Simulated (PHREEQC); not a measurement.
**Nickel, zinc or cadmium bath: an equilibrium model**

Dissolve 2.6 mmol/kgw Ni(NO3)2 and 3.3 mmol/kgw Na2SO4 at 20 °C. Closed to the air; pH follows from the charge balance.

Model: ion-association model, wateq4f.dat, run in PHREEQC.

Each row changes one thing in this solution. This is a speciation only: nothing precipitates in the calculation.

```json
[
 {"case": "as made", "pH": "6.46", "ionic strength (mol/kgw)": "0.0159", "Ni+2 (mol/kgw)": "0.00217", "NiOH+ (mol/kgw)": "4.18e-7"},
 {"case": "Na2SO4 left out", "pH": "(withheld)", "ionic strength (mol/kgw)": "0.00780", "Ni+2 (mol/kgw)": "0.00260", "NiOH+ (mol/kgw)": "4.45e-7"},
 {"case": "diluted 5-fold with water", "pH": "6.69", "ionic strength (mol/kgw)": "(withheld)", "Ni+2 (mol/kgw)": "(withheld)", "NiOH+ (mol/kgw)": "1.89e-7"},
 {"case": "temperature from 20 to 35 °C", "pH": "(withheld)", "ionic strength (mol/kgw)": "0.0158", "Ni+2 (mol/kgw)": "0.00214", "NiOH+ (mol/kgw)": "(withheld)"},
 {"case": "0.00084 mol/kgw CuCl2 added", "pH": "5.47", "ionic strength (mol/kgw)": "0.0180", "Ni+2 (mol/kgw)": "0.00220", "NiOH+ (mol/kgw)": "4.19e-8"},
 {"case": "Ni(NO3)2 from 0.0026 to 0.0013 mol/kgw", "pH": "6.60", "ionic strength (mol/kgw)": "0.0127", "Ni+2 (mol/kgw)": "0.00106", "NiOH+ (mol/kgw)": "2.91e-7"},
 {"case": "0.00021 mol/kgw HCl added", "pH": "3.79", "ionic strength (mol/kgw)": "0.0161", "Ni+2 (mol/kgw)": "0.00218", "NiOH+ (mol/kgw)": "8.82e-10"}
]
```

Question: What belongs in the gaps?

Answer: 
- Na2SO4 left out, pH: 6.37
- diluted 5-fold with water, ionic strength (mol/kgw): 0.00340
- diluted 5-fold with water, Ni+2 (mol/kgw): 0.000486
- temperature from 20 to 35 °C, pH: 6.25
- temperature from 20 to 35 °C, NiOH+ (mol/kgw): 7.11e-7

Complexes and solids missing from the database can't appear. Some of these states are supersaturated (in Brochantite, Antlerite, for instance). In wateq4f.dat the enthalpy of Ni(OH)2 has the wrong sign, so its saturation index can't be trusted away from 25 °C.
